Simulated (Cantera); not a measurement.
A closed system holds: 1 mol SiHCl₃, 8.4 mol N₂, 4.7 mol NH₃, equilibrated at 1600 K and 105 Torr.

Method: chemical equilibrium by Gibbs-energy minimisation in Cantera with the NASA 1993 tables (ideal gas, pure condensed phases). Candidate condensed phases: NH₄Cl, Si, Si₃N₄; 28 gas species. The tables' values for SiCl₃ are old estimates; treat these amounts as uncertain. Rates play no part.

Base state: N₂ 0.529, H₂ 0.322, HCl 0.142, SiCl₂ 0.00547, SiCl₃ 0.000700, SiCl₄ 0.000220, H 8.25e-5, SiHCl₃ 7.21e-5 (mole fractions); condensed: Si₃N₄(s).

**Question.** What changes in the equilibrium state with this change: pressure from 105 Torr to 1.00 Torr?

**Answer.** 
| species | before | after |
|---|---|---|
| N₂ | 0.529 | 0.538 |
| H₂ | 0.322 | 0.344 |
| HCl | 0.142 | 0.0802 |
| SiCl₂ | 0.00547 | 0.0359 |
| Si | 1.77e-8 | 4.08e-5 |
| SiCl | 5.43e-7 | 6.68e-5 |
| SiCl₄ | 0.000220 | 4.10e-6 |
| SiHCl₃ | 7.21e-5 | 2.54e-6 |
| Si₃N₄(s), mol | 0.292 | 0.0962 |
The tables' values for SiCl₃, SiCl are old estimates; treat these amounts as uncertain.
